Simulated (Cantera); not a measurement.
A Cantera script and its output.

```python
import numpy as np
import cantera as ct

gas = ct.Solution("gri30.yaml")
gas.TPX = 1675, 210000, {'CH4': 1, 'CO': 1.2, 'O2': 8.12, 'N2': 30.5}
reactor = ct.IdealGasReactor(gas, energy="on", clone=False)
net = ct.ReactorNet([reactor])
net.rtol, net.atol = 1e-08, 1e-16
show = ['CH4', 'CO', 'O2', 'N2O', 'C2H4', 'CH2O', 'C2H2']
times = np.geomspace(1e-06, 9, 14)

steps = ct.SolutionArray(gas, extra=["t"])
rows = []
print(f"{'t/s':>10s}{'T/K':>9s}{'P/Pa':>11s}" + "".join(f"{s:>11s}" for s in show))
for t in times:
    while net.time < t:
        t_next = net.step()
        steps.append(gas.state, t=t_next)
    rows.append([np.interp(t, steps.t, y) for y in (steps.T, steps.P, *steps(*show).X.T)])
    print(f"{t:10.3e}{rows[-1][0]:9.1f}{rows[-1][1]:11.4g}" + "".join(f"{x:11.3e}" for x in rows[-1][2:]))
rate = np.gradient(steps.T, steps.t)
print("integrator steps:", len(steps.t))
if steps.T.max() > steps.T[0] + 200:
    print(f"time of steepest temperature rise: {steps.t[rate.argmax()]:.4e} s")
gas.TPX = 1675, 210000, {'CH4': 1, 'CO': 1.2, 'O2': 8.12, 'N2': 30.5}
gas.equilibrate("UV")
print(f"equilibrium (UV): T = {gas.T:.1f} K  " + "  ".join(f"{s} {gas[s].X[0]:.3e}" for s in show))
```

Result:

```
       t/s      T/K       P/Pa        CH4         CO         O2        N2O       C2H4       CH2O       C2H2
 1.000e-06   1675.0    2.1e+05  2.450e-02  2.940e-02  1.989e-01  2.931e-12  9.006e-13  1.086e-08  1.177e-16
 3.427e-06   1675.0    2.1e+05  2.449e-02  2.940e-02  1.989e-01  1.628e-11  1.398e-10  1.924e-07  2.178e-14
 1.175e-05   1675.0    2.1e+05  2.447e-02  2.939e-02  1.989e-01  1.072e-10  1.330e-08  3.195e-06  7.351e-12
 4.026e-05   1675.3    2.1e+05  2.426e-02  2.938e-02  1.988e-01  9.497e-10  1.759e-06  6.618e-05  3.551e-09
 1.380e-04   2319.6  2.914e+05  9.214e-19  1.094e-02  1.331e-01  1.448e-06  3.740e-27  1.129e-11  3.592e-22
 4.728e-04   2510.7  3.118e+05  1.307e-19  3.114e-03  1.346e-01  1.544e-06  1.822e-29  1.721e-12  2.206e-23
 1.621e-03   2505.6  3.111e+05  1.231e-19  3.046e-03  1.334e-01  1.535e-06  1.637e-29  1.650e-12  1.982e-23
 5.554e-03   2492.9  3.095e+05  1.062e-19  2.894e-03  1.306e-01  1.539e-06  1.263e-29  1.491e-12  1.524e-23
 1.903e-02   2478.8  3.076e+05  8.978e-20  2.733e-03  1.275e-01  1.577e-06  9.394e-30  1.332e-12  1.129e-23
 6.523e-02   2476.5  3.073e+05  8.727e-20  2.706e-03  1.270e-01  1.586e-06  8.935e-30  1.307e-12  1.073e-23
 2.236e-01   2476.5  3.073e+05  8.726e-20  2.706e-03  1.270e-01  1.586e-06  8.935e-30  1.306e-12  1.073e-23
 7.662e-01   2476.5  3.073e+05  8.726e-20  2.706e-03  1.270e-01  1.586e-06  8.935e-30  1.306e-12  1.073e-23
 2.626e+00   2476.5  3.073e+05  8.726e-20  2.706e-03  1.270e-01  1.586e-06  8.935e-30  1.306e-12  1.073e-23
 9.000e+00   2476.5  3.073e+05  8.726e-20  2.706e-03  1.270e-01  1.586e-06  8.935e-30  1.306e-12  1.073e-23
integrator steps: 1577
time of steepest temperature rise: 1.0480e-04 s
equilibrium (UV): T = 2476.5 K  CH4 1.330e-19  CO 2.706e-03  O2 1.270e-01  N2O 1.586e-06  C2H4 1.194e-29  CH2O 1.306e-12  C2H2 1.257e-23
```

Detailed kinetics in Cantera: GRI-Mech 3.0 (53 species, 325 reactions).
